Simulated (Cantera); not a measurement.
Charge: 1 mol LiCl, 0.11 mol HCl, 0.31 mol H₂, at 800 °C and 8.70e-6 bar.

Method: chemical equilibrium by Gibbs-energy minimisation in Cantera with the NASA 1993 tables (ideal gas, pure condensed phases). Candidate condensed phases: Li, LiCl, LiH; 11 gas species. Rates play no part.

Base state: LiCl 0.697, H₂ 0.220, HCl 0.0779, Li₂Cl₂ 0.00567 (mole fractions); condensed: gas only.

**Question.** What changes in the equilibrium state with this change: pressure from 8.70e-6 bar to 2.10e-5 bar?

**Answer.** 
| species | before | after |
|---|---|---|
| LiCl | 0.697 | 0.687 |
| H₂ | 0.220 | 0.221 |
| HCl | 0.0779 | 0.0785 |
| Li₂Cl₂ | 0.00567 | 0.0133 |

**Question.** What changes in the equilibrium state with this change: temperature from 800 °C to 1652 °C?

**Answer.** 
```
species   before    after
-------  -------  -------
LiCl       0.697    0.608
H₂         0.220    0.141
H        2.23e-6    0.122
Li       7.08e-8   0.0293
Cl       7.14e-7   0.0391
HCl       0.0779   0.0603
Li₂Cl₂   0.00567  2.21e-7
```
